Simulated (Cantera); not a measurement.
**Hg + O2 + N2 (iron carbonyl, mercury and lead vapours)**

Charge: 1 mol Hg, 0.18 mol O2, a varied amount of N2, at 440000 Pa.

Cantera equilibrium calculation (NASA polynomials, part measured and part estimated; ideal gas, pure solids and liquids). Candidate condensed phases: Hg, HgO; 10 gas species. Equilibrium is a limit: real reactors are often held back by kinetics, nucleation or transport.

Stable condensed phases:

```
T in °C \ n(N2) in mol
         1.4 1.5 1.8   2 2.3 2.6   3 3.5   4 4.5 5.2 5.9
    802    A   A   A   A   A   A   A   A   A   A   A   A
    752    A   A   A   A   A   A   A   A   A   A   A   A
    702    A   A   A   A   A   A   A   A   A   A   A   A
    652    A   A   A   A   A   A   A   A   A   A   A   A
    602    A   A   A   A   A   A   A   A   A   A   A   A
    552    A   A   A   A   A   A   A   A   A   A   A   A
    502    A   A   A   A   A   A   A   A   A   A   A   A
    452    B   B   B   B   B   B   A   A   A   A   A   A
    402    B   B   B   B   B   B   B   B   B   B   B   B
    352    C   C   C   C   C   B   B   B   B   B   B   B
    302    C   C   C   C   C   C   C   C   C   C   C   C
    252    C   C   C   C   C   C   C   C   C   C   C   C
    202    C   C   C   C   C   C   C   C   C   C   C   C
```

A: gas only; B: HgO; C: Hg + HgO.
